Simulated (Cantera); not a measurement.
A Cantera script and what it prints.

```python
import numpy as np
import cantera as ct

gas_names = """
    Cu CuO Cu2 N NO NO2 NO3 N2 N2O O O2 O3
""".split()
cond_names = """
    Cu(cr) Cu(L) CuO(s) Cu2O(s) Cu2O(L)
""".split()


# ... load() reads the species with a 1 bar reference pressure and builds the phases ...
atoms = {
    'Cu': {'Cu': 1},
    'O2': {'O': 2},
    'N2': {'N': 2},
}
top_T = {'CuO(s)': 1390}  # K; cautious upper limits of use, not melting points


# ... equilibrate(T, P, feed) seeds the gas with the atoms and calls Mixture.equilibrate('TP', solver="vcs", rtol=1e-11, max_steps=5000) ...
results = []
feed = {'Cu': 1, 'O2': 0.015, 'N2': 37}  # mol
T = 700  # K
P = 1000  # Pa
mix = equilibrate(T, P, feed)
results.append((T, P, feed, dict(zip(mix.species_names, mix.species_moles))))
print(gas.report(threshold=1e-05))
for i in range(1, mix.n_phases):
    print(f"{mix.phase(i).name:16s} {mix.phase_moles(i):12.5e} mol")
```

It prints:

```
       temperature   700 K
          pressure   1000 Pa
           density   0.0048133 kg/m^3
  mean mol. weight   28.014 kg/kmol
   phase of matter   gas

                          1 kg             1 kmol
                     ---------------   ---------------
          enthalpy        4.2612e+05        1.1937e+07  J
   internal energy        2.1837e+05        6.1173e+06  J
           entropy            9108.3        2.5516e+05  J/K
    Gibbs function       -5.9497e+06       -1.6667e+08  J
 heat capacity c_p            1096.7             30722  J/K
 heat capacity c_v            799.88             22408  J/K

                      mass frac. Y      mole frac. X     chem. pot. / RT
                     ---------------   ---------------   ---------------
                N2                 1                 1           -28.638
     [  +11 minor]        1.3134e-14        1.2186e-14

Cu(cr)            9.40000e-01 mol
CuO(s)            0.00000e+00 mol
Cu2O(s)           3.00000e-02 mol
```

Cantera equilibrium calculation (NASA polynomials, part measured and part estimated; ideal gas, pure solids and liquids).
